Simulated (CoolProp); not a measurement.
A single-stage vapour-compression cycle with carbon dioxide: evaporating at 239.15 K (dew point), condensing at 280.15 K (bubble point), superheat 10 K, subcooling 2 K, compressor efficiency 0.9, no pressure losses. Each further row changes one setting.

Model: reference Helmholtz-energy equation of state, Span 1996, in CoolProp.

```csv
case,cooling COP,pressure ratio,discharge temperature (K),refrigerating effect (kJ/kg),volumetric capacity (kJ/m³)
as stated,3.71,3.35,340.1,235,7100
evaporating temperature 244.15 K,4.41,2.83,332.4,236,8440
condensing temperature 275.15 K,4.43,2.95,329.4,247,7470
subcooling 7 K,3.91,3.35,340.1,248,7490
superheat 20 K,3.65,3.35,352.4,245,6980
compressor efficiency 0.8,3.29,3.35,347.0,235,7100
```
